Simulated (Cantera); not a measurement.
Input: 1 mol Fe2O3, 36 mol Cl2, 1.2 mol O2, at 1600 K.

These are equilibrium values from Cantera (NASA tables, ideal gas, pure condensed phases), not measurements of a reactor. Candidate condensed phases: Fe, FeCl2, FeCl3, FeO, Fe2O3, Fe3O4; 13 gas species. The numbers say what is thermodynamically allowed, not how fast it happens.

### Question
At 77.0 mbar, list the 5 most abundant gas species with their mole fractions, and the condensed phases.

### Answer
Cl2 0.591, Cl 0.305, O2 0.0594, FeCl2 0.0312, FeCl3 0.0129. Condensed: gas only.
